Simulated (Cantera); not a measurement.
Feed: 1 mol Ta2O5, 22 mol H2, at 0.100 bar.

Method: chemical equilibrium by Gibbs-energy minimisation in Cantera with the NASA 1993 tables (ideal gas, pure condensed phases). Candidate condensed phases: H2O, Ta, Ta2O5; 12 gas species. Mutual solubility and eutectic melting of coexisting phases are not modelled. Condensed phases not in the tables: N, O or C dissolved in the metal. Equilibrium is a limit: real reactors are often held back by kinetics, nucleation or transport.

log p: log10 of the partial pressure in bar; n: condensed amount in mol.

| T (K) | log p H2 | log p H | log p H2O | log p TaO2 | log p TaO | log p OH | log p O | n Ta2O5(s) | n Ta(s) |
|---|---|---|---|---|---|---|---|---|---|
| 848 | -1.00 | -11.22 | -9.19 | <-13 | <-13 | <-13 | <-13 | 1.00 | 0 |
| 998 | -1.00 | -9.17 | -7.73 | <-13 | <-13 | <-13 | <-13 | 1.000 | 0 |
| 1148 | -1.00 | -7.64 | -6.66 | <-13 | <-13 | <-13 | <-13 | 1.000 | 0 |
| 1298 | -1.00 | -6.47 | -5.85 | <-13 | <-13 | <-13 | <-13 | 1.000 | 0 |
| 1448 | -1.00 | -5.54 | -5.22 | ? | -12.48 | -11.37 | <-13 | 1.000 | 0.000535 |
| 1598 | -1.00 | -4.77 | -4.71 | ? | -10.50 | -9.89 | <-13 | 0.999 | 0.00173 |
| 1748 | -1.00 | -4.14 | -4.29 | ? | -8.87 | -8.66 | -11.91 | 0.998 | 0.00452 |
| 1898 | -1.00 | -3.61 | -3.94 | ? | -7.51 | -7.64 | -10.37 | 0.995 | 0.0100 |
| 2048 | -1.00 | -3.15 | -3.65 | ? | -6.34 | -6.76 | -9.05 | 0.990 | 0.0195 |

Problem. What belongs in the gaps?

Solution. 
- 1448, log p TaO2: -11.82
- 1598, log p TaO2: -9.82
- 1748, log p TaO2: -8.17
- 1898, log p TaO2: -6.79
- 2048, log p TaO2: -5.62
